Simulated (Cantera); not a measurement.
An isothermal, constant-pressure homogeneous reactor starts with H2 : O2 = 0.066 : 1 (molar parts), equivalence ratio 0.033, at 1400 K and 1.95 Torr.

Cantera simulation using GRI-Mech 3.0 (53 species, 325 reactions); the numbers are that mechanism's predictions, not measurements. Radical loss at walls, strong at low pressure, is not modelled. The temperature is held fixed by assumption; the heat of reaction is taken as removed at once.

x: mole fraction; the columns are a selection and need not sum to one.

```
t (s)         x H2   x O2    x H2O2       x O    x HO2    x H2O
--------  --------  -----  --------  --------  -------  -------
0.000400    0.0619  0.938  9.21e-11   1.02e-7  1.06e-7  6.48e-8
0.00159     0.0619  0.938       ___   4.42e-6  4.19e-7  6.13e-6
0.00633    0.00476  0.891       ___    0.0364  4.98e-7   0.0470
0.0252     0.00125  0.887   1.31e-8    0.0437  4.46e-7   0.0529
0.100      0.00120  0.889   1.31e-8    0.0418  4.42e-7   0.0534
0.399      0.00103  0.896   1.28e-8    0.0352  4.26e-7   0.0550
1.59      0.000591  0.914       ___    0.0192  3.53e-7   0.0587
6.32      0.000130  0.931       ___   0.00406  1.68e-7   0.0623
25.1       1.34e-5  0.935       ___  0.000412  4.27e-8   0.0635
100        1.54e-6  0.936  5.26e-10   4.74e-5  3.51e-8   0.0638
```

### Question
Some entries are withheld; supply them.

### Answer

- 0.00159, x H2O2: 1.35e-9
- 0.00633, x H2O2: 2.16e-8
- 1.59, x H2O2: 1.13e-8
- 6.32, x H2O2: 6.33e-9
- 25.1, x H2O2: 1.93e-9
